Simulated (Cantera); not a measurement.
# Adiabatic ignition

An adiabatic, constant-volume homogeneous reactor starts with CH₄ : H₂ : O₂ : N₂ = 1 : 0.04 : 3.48 : 13.1 (molar parts), at 1325 K and 0.310 bar.

Model: GRI-Mech 3.0 (53 species, 325 reactions), integrated in Cantera.

```
t (s)     T (K)  P (bar)   x CH₄     x H₂    x O₂    x CH₂O     x C₂H
--------  -----  -------  ------  -------  ------  --------  --------
3.00e-6    1325    0.310  0.0568  0.00227   0.198  4.64e-12    <1e-12
9.54e-6    1325    0.310  0.0568  0.00227   0.198  5.22e-11    <1e-12
3.04e-5    1325    0.310  0.0568  0.00227   0.198  5.86e-10    <1e-12
9.65e-5    1325    0.310  0.0568  0.00227   0.198   6.46e-9    <1e-12
0.000307   1325    0.310  0.0568  0.00227   0.198   7.63e-8    <1e-12
0.000977   1325    0.310  0.0567  0.00227   0.198   1.22e-6    <1e-12
0.00311    1325    0.310  0.0567  0.00227   0.197   3.87e-5    <1e-12
0.00988    1361    0.319  0.0515  0.00310   0.194   0.00138  1.10e-12
0.0314     2534    0.601  <1e-12  0.00338  0.0761  7.84e-12    <1e-12
0.100      2532    0.600  <1e-12  0.00336  0.0752  7.73e-12    <1e-12
```
x: mole fraction; the columns are a selection and need not sum to one.

```
Property                                                             Value
---------------------------------  ---------------------------------------
time of steepest temperature rise                                  10.9 ms
temperature at 0.100 s                                              2532 K
equilibrium temperature                                             2532 K
x(CH₄) at 0.100 s                    <1e-12 (gas-phase equilibrium <1e-12)
x(H₂) at 0.100 s                   0.00336 (gas-phase equilibrium 0.00336)
x(O₂) at 0.100 s                     0.0752 (gas-phase equilibrium 0.0752)
```
